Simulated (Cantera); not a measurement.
Gas activation for diamond growth

An isothermal, constant-pressure homogeneous reactor starts with CH₄ : H₂ : CO₂ = 0.042 : 1 : 0.015 (molar parts), at 2350 K and 2670 Pa.

Detailed kinetics in Cantera: GRI-Mech 3.0 (53 species, 325 reactions). GRI-Mech 3.0 stops at C3 and has no aromatics, soot or wall deposition, so with more carbon than oxygen in the feed, carbon stays in small species such as C2H2 where larger ones or solid carbon would form. Radical loss at walls, strong at low pressure, is not modelled.

```csv
t (s),x CH₄,x H₂,x CO₂,x H,x O₂
6.00e-5,0.0387,0.945,0.0141,0.00131,<1e-12
0.000309,0.0343,0.939,0.0129,0.00663,2.44e-11
0.00160,0.0138,0.928,0.00240,0.0187,2.29e-9
0.00823,0.00129,0.926,3.23e-5,0.0282,4.97e-9
0.0424,0.000330,0.919,1.37e-5,0.0408,9.08e-10
0.219,9.45e-6,0.898,5.93e-10,0.0637,<1e-12
1.13,6.24e-6,0.890,7.18e-11,0.0726,<1e-12
5.82,6.24e-6,0.890,7.18e-11,0.0726,<1e-12
30.0,6.24e-6,0.890,7.18e-11,0.0726,<1e-12
```
x: mole fraction; the columns are a selection and need not sum to one.

Equilibrium at this temperature and pressure: CH₄ 6.30e-6, H₂ 0.890, CO₂ 7.25e-11, H 0.0726, O₂ <1e-12 (gas phase only).
